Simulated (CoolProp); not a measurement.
Vapour-liquid equilibrium of R22 (1) + R114 (2) at 59.75 °C; x and y are mole fractions of (1).

Values from CoolProp's multi-fluid Helmholtz-energy mixture model, Kamei 1995 and Platzer 1990; pair parameters Bell 2016. This equation is an older, rougher fit; its heat capacities, sound speeds and derivatives of the liquid may be far off and weren't checked against measurements.

```
x     bubble pressure, mixture model (MPa)  bubble pressure, Raoult's law (MPa)  y, mixture model  y, Raoult's law
----  ------------------------------------  -----------------------------------  ----------------  ---------------
0.05                                0.7044                               0.6679             0.193            0.181
0.15                                0.9281                               0.8517             0.412            0.425
0.25                                 1.121                                1.036             0.539            0.583
0.35                                 1.297                                1.219             0.628            0.693
0.45                                 1.462                                1.403             0.699            0.774
0.55                                 1.625                                1.587             0.760            0.837
0.65                                 1.790                                1.771             0.816            0.886
0.75                                 1.959                                1.955             0.870            0.926
0.85                                 2.135                                2.139             0.922            0.960
0.95                                 2.319                                2.322             0.974            0.988
```

The largest gap from Raoult's law is +9.0 % in bubble pressure, at x = 0.15. No azeotrope shows between x = 0.05 and 0.95.

The pair parameters rest on a limited set of measurements; away from them the model extrapolates.
